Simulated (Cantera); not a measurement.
# Equilibrium for hydrogen reduction and annealing atmospheres: CuO + H₂ + N₂

Charge: 1 mol CuO, 4.6 mol H₂, 1.4 mol N₂, equilibrated at 1250 °C and 1.10 bar.

These are equilibrium values from Cantera (NASA tables, ideal gas, pure condensed phases), not measurements of a reactor. Candidate condensed phases: Cu, CuO, Cu(OH)₂, Cu₂O, H₂O; 27 gas species. Equilibrium is a limit: real reactors are often held back by kinetics, nucleation or transport.

```json
{
  "x(H₂)": "0.600",
  "x(N₂)": "0.233",
  "x(H₂O)": "0.167",
  "x(H)": "1.71e-5",
  "x(NH₃)": "1.43e-5",
  "x(Cu)": "1.09e-5",
  "n(Cu(l))": "1.000 mol",
  "gas_amount": "6.000 mol"
}
```
